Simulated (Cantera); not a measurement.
## Premixed flame

A freely propagating, adiabatic, planar premixed flame of 45.8 % H₂, 12.0 % O₂, 42.2 % N₂, equivalence ratio 1.9, unburnt at 475 K and 13300 Pa; mixture-averaged transport, grid criteria slope 0.08 and curve 0.16, no radiation.

Computed with Cantera and the H2/O2 subset of GRI-Mech 3.0, which has no nitrogen chemistry. Burning velocities carry a grid error of a few per cent, more on coarse grids.

| z (mm) | T (K) | u (m/s) | x H₂ | x O₂ | x OH | x HO₂ | x O | x H₂O₂ |
|---|---|---|---|---|---|---|---|---|
| -16.9 | 475 | 4.94 | 0.458 | 0.120 | <1e-8 | <1e-8 | <1e-8 | <1e-8 |
| -11.2 | 475 | 4.94 | 0.458 | 0.120 | <1e-8 | <1e-8 | <1e-8 | <1e-8 |
| -8.43 | 475 | 4.94 | 0.458 | 0.120 | <1e-8 | <1e-8 | <1e-8 | <1e-8 |
| -5.62 | 475 | 4.94 | 0.458 | 0.120 | <1e-8 | 1.32e-7 | <1e-8 | <1e-8 |
| -2.81 | 487 | 5.06 | 0.456 | 0.120 | 5.03e-5 | 7.33e-5 | 8.59e-6 | 1.69e-6 |
| -1.40 | 675 | 6.89 | 0.426 | 0.115 | 0.000357 | 3.63e-5 | 0.000203 | 2.05e-6 |
| 0 | 1087 | 10.8 | 0.280 | 0.0653 | 0.00198 | 1.18e-5 | 0.00458 | 2.69e-7 |
| 1.40 | 1333 | 13.1 | 0.178 | 0.00751 | 0.00337 | 1.31e-6 | 0.00359 | 1.92e-7 |
| 2.81 | 1424 | 14.0 | 0.174 | 0.00199 | 0.00388 | 3.20e-7 | 0.00257 | 1.67e-7 |
| 5.62 | 1528 | 14.9 | 0.182 | 0.00152 | 0.00470 | 2.20e-7 | 0.00244 | 1.50e-7 |
| 11.2 | 1650 | 15.9 | 0.193 | 0.00126 | 0.00546 | 1.65e-7 | 0.00216 | 1.07e-7 |
| 22.5 | 1779 | 17.0 | 0.204 | 0.000934 | 0.00587 | 1.16e-7 | 0.00169 | 6.31e-8 |
| 45.0 | 1904 | 18.0 | 0.214 | 0.000608 | 0.00572 | 7.68e-8 | 0.00115 | 3.34e-8 |
x: mole fraction of selected species; z is measured from the peak of heat release.

The laminar burning velocity comes out as 494 cm/s and the thermal thickness is 5.62 mm. The peak x(OH) comes out as 0.00588 and the peak x(HO₂) is 7.37e-5. The peak x(O) comes out as 0.00544 and the peak x(H₂O₂) is 3.55e-6.
